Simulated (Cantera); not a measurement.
A perfectly stirred reactor is fed with 32.6 % H2, 14.2 % O2, 53.3 % N2, equivalence ratio 1.1, at 1000000 Pa; it is adiabatic with a 450 K inlet, and is followed from long to short residence time, starting on the burning branch (τ in s: 0.22, 0.055, 0.014, 0.0035, 0.00089, 0.00023, 5.7e-05, 1.5e-05, 3.7e-06).

Computed with Cantera and GRI-Mech 3.0 (53 species, 325 reactions). The hydrogen kinetics of GRI-Mech 3.0 are dated; newer H2 mechanisms differ, most at raised pressure.

Problem. Predict: blow-out, bracketed by the residence times tried; x(H2) at τ = 0.220 s; x(O2) at τ = 0.220 s; x(NO) at τ = 0.220 s; x(H) at τ = 0.220 s; x(H2O2) at τ = 0.220 s; x(H2) at τ = 0.890 ms; x(O2) at τ = 0.890 ms; x(NO) at τ = 0.890 ms; x(H) at τ = 0.890 ms; x(H2O2) at τ = 0.890 ms.

Solution. 
```json
{
  "blow_out_bracketed_by_the_residence_times_tried": "burning at 3.70 µs, the shortest tried",
  "x(H2) at τ = 0.220 s": "0.0501",
  "x(O2) at τ = 0.220 s": "0.000193",
  "x(NO) at τ = 0.220 s": "0.000638",
  "x(H) at τ = 0.220 s": "0.00200",
  "x(H2O2) at τ = 0.220 s": "1.06e-7",
  "x(H2) at τ = 0.890 ms": "0.0510",
  "x(O2) at τ = 0.890 ms": "0.000708",
  "x(NO) at τ = 0.890 ms": "0.000341",
  "x(H) at τ = 0.890 ms": "0.00316",
  "x(H2O2) at τ = 0.890 ms": "2.56e-7"
}
```
